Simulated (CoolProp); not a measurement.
Propyne along the isobar 23400 kPa: fugacity coefficient from the reference equation and from simpler models built on Tc = 129.6 °C, pc = 5658 kPa, ω = 0.204; each cubic takes its own stable root.

The numbers come from the reference Helmholtz-energy equation of state, Polt 1992 in CoolProp. This equation is an older, rougher fit; its heat capacities, sound speeds and derivatives of the liquid may be far off and weren't checked against measurements.

```csv
T (°C),phase,reference
121.95,liquid,0.2334
127.65,liquid,0.2495
133.25,supercritical,0.2656
138.85,supercritical,0.2818
144.55,supercritical,0.2986
150.15,supercritical,0.3152
155.75,supercritical,0.3318
161.45,supercritical,0.3488
167.05,supercritical,0.3654
172.65,supercritical,0.3820
178.35,supercritical,0.3987
183.95,supercritical,0.4150
189.55,supercritical,0.4310
195.25,supercritical,0.4471
200.85,supercritical,0.4626
```

Task: How far does each simpler model (van der Waals, Soave-Redlich-Kwong, Peng-Robinson) lie from the reference over these 15 states: mean and median of the absolute difference, and the worst?

Result: 
- van der Waals: mean 13.8 %, median 11.8 %, worst +33.0 % at 121.95 °C and 23400 kPa
- Soave-Redlich-Kwong: mean 8.0 %, median 8.0 %, worst +8.5 % at 200.85 °C and 23400 kPa
- Peng-Robinson: mean 0.9 %, median 1.0 %, worst -1.2 % at 127.65 °C and 23400 kPa
